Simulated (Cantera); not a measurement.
Feed: 1 mol SiH2Cl2, 0.54 mol O3, 1.3 mol H2, held at 525 °C and 1000 Pa.

These are equilibrium values from Cantera (NASA tables, ideal gas, pure condensed phases), not measurements of a reactor. Candidate condensed phases: H2O, Si, SiO2; 30 gas species. The numbers say what is thermodynamically allowed, not how fast it happens.

Base state: H2 0.540, HCl 0.399, SiCl4 0.0610, SiHCl3 7.29e-5 (mole fractions); condensed: SiO2(α-quartz).

Task: What changes in the equilibrium state with this change: SiH2Cl2 replaced by SiH4?

Result: 
```json
[
 {"species": "H2", "before": "0.540", "after": "1.00"},
 {"species": "HCl", "before": "0.399", "after": "0"},
 {"species": "SiCl4", "before": "0.0610", "after": "0"},
 {"species": "SiHCl3", "before": "7.29e-5", "after": "0"},
 {"species": "SiO2(α-quartz), mol", "before": "0.810", "after": "0.810"},
 {"species": "Si(s), mol", "before": "0", "after": "0.190"}
]
```
